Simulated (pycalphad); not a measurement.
Source of the numbers: pycalphad with the COST 507 light-alloy database (1999); pressure 1 atm. The data set is of 1999 and partly superseded. Kinetics are ignored, which matters at the lower temperatures.

**Cu-11.66Si (wt.%): equilibrium cooling sequence**

| T (K) | phases above | phases below |
|---|---|---|
| 1129.7 | liquid | CU19SI6_ETA + liquid |
| 1089.2 | CU19SI6_ETA + liquid | CU19SI6_ETA + CU33SI7_DELTA |
| 1077.9 | CU19SI6_ETA + CU33SI7_DELTA | CU19SI6_ETA + CU4SI_EPSILON |
| 696.5 | CU19SI6_ETA + CU4SI_EPSILON | CU19SI6_ETA + CU56SI11_GAMMA |
| 667.8 | CU19SI6_ETA + CU56SI11_GAMMA | CU19SI6_ETA + fcc |

Changes were sought between steps of 40 K, so a narrower field can be missed.

Database names, with the compositions (at.%) that they take in these runs: CU19SI6_ETA: Cu 76 Si 24; CU4SI_EPSILON: Cu 80 Si 20; CU56SI11_GAMMA: Cu 84 Si 16.
